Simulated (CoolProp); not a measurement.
A simple Rankine cycle with sulfur dioxide: condensing at 324.15 K, boiler at 4.09 MPa, turbine inlet 394.8 K, turbine efficiency 0.6, pump efficiency 0.7, no recuperator. Each further row changes one setting.

Model: reference Helmholtz-energy equation of state, Gao 2016, in CoolProp.

```
case                             thermal efficiency (%)  net work (kJ/kg)  heat in (kJ/kg)  turbine exit temperature (K)  volume ratio over the turbine
-------------------------------  ----------------------  ----------------  ---------------  ----------------------------  -----------------------------
as stated                                           8.4              27.4              326                         324.2                           4.68
turbine inlet 414.8 K                               8.7              30.6              353                         324.2                           4.29
condensing temperature 316.15 K                     9.3              31.6              338                         316.2                           5.82
boiler pressure 2.86 MPa                            7.0              24.8              353                         324.6                           3.01
turbine efficiency 0.5                              6.8              22.2              326                         324.2                           4.76
```

The expansion ends wet for: as stated; turbine inlet 414.8 K; condensing temperature 316.15 K; turbine efficiency 0.5.
